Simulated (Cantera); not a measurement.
## Adiabatic ignition

An adiabatic, constant-volume homogeneous reactor starts with CO : H₂ : O₂ : N₂ = 1 : 0.086 : 0.236 : 0.685 (molar parts), equivalence ratio 2.3, at 1275 K and 5.00 bar.

Cantera simulation using GRI-Mech 3.0 (53 species, 325 reactions); the numbers are that mechanism's predictions, not measurements. The hydrogen kinetics of GRI-Mech 3.0 are dated; newer H2 mechanisms differ, most at raised pressure. Above 3000 K some thermodynamic fits are extrapolated.

```json
[
 {"t (s)": "2.00e-6", "T (K)": "1275", "P (bar)": "5.00", "x CO": "0.498", "x H₂": "0.0428", "x O₂": "0.118", "x HO₂": "1.09e-7", "x NO₂": "<1e-12", "x CO₂": "2.68e-7"},
 {"t (s)": "6.32e-6", "T (K)": "1275", "P (bar)": "5.00", "x CO": "0.498", "x H₂": "0.0428", "x O₂": "0.118", "x HO₂": "6.39e-6", "x NO₂": "<1e-12", "x CO₂": "1.40e-5"},
 {"t (s)": "2.00e-5", "T (K)": "2649", "P (bar)": "9.64", "x CO": "0.373", "x H₂": "0.00808", "x O₂": "0.0191", "x HO₂": "1.03e-5", "x NO₂": "1.25e-7", "x CO₂": "0.164"},
 {"t (s)": "6.32e-5", "T (K)": "3100", "P (bar)": "10.9", "x CO": "0.354", "x H₂": "0.00765", "x O₂": "0.00656", "x HO₂": "3.91e-6", "x NO₂": "9.66e-7", "x CO₂": "0.200"},
 {"t (s)": "0.000200", "T (K)": "3089", "P (bar)": "10.9", "x CO": "0.355", "x H₂": "0.00777", "x O₂": "0.00598", "x HO₂": "3.58e-6", "x NO₂": "1.78e-6", "x CO₂": "0.199"},
 {"t (s)": "0.000632", "T (K)": "3087", "P (bar)": "10.9", "x CO": "0.355", "x H₂": "0.00778", "x O₂": "0.00593", "x HO₂": "3.54e-6", "x NO₂": "1.86e-6", "x CO₂": "0.199"},
 {"t (s)": "0.00200", "T (K)": "3087", "P (bar)": "10.9", "x CO": "0.355", "x H₂": "0.00778", "x O₂": "0.00593", "x HO₂": "3.54e-6", "x NO₂": "1.86e-6", "x CO₂": "0.199"},
 {"t (s)": "0.00632", "T (K)": "3087", "P (bar)": "10.9", "x CO": "0.355", "x H₂": "0.00778", "x O₂": "0.00593", "x HO₂": "3.54e-6", "x NO₂": "1.86e-6", "x CO₂": "0.199"},
 {"t (s)": "0.0200", "T (K)": "3087", "P (bar)": "10.9", "x CO": "0.355", "x H₂": "0.00778", "x O₂": "0.00593", "x HO₂": "3.54e-6", "x NO₂": "1.86e-6", "x CO₂": "0.199"},
 {"t (s)": "0.0632", "T (K)": "3087", "P (bar)": "10.9", "x CO": "0.355", "x H₂": "0.00778", "x O₂": "0.00593", "x HO₂": "3.54e-6", "x NO₂": "1.86e-6", "x CO₂": "0.199"},
 {"t (s)": "0.200", "T (K)": "3087", "P (bar)": "10.9", "x CO": "0.355", "x H₂": "0.00778", "x O₂": "0.00593", "x HO₂": "3.54e-6", "x NO₂": "1.86e-6", "x CO₂": "0.199"}
]
```
x: mole fraction; the columns are a selection and need not sum to one.

- time of steepest temperature rise = 15.9 µs
- temperature at 0.200 s = 3087 K
- equilibrium temperature = 3087 K
- x(CO) at 0.200 s = 0.355 (gas-phase equilibrium 0.355)
- x(H₂) at 0.200 s = 0.00778 (gas-phase equilibrium 0.00778)
- x(O₂) at 0.200 s = 0.00593 (gas-phase equilibrium 0.00593)
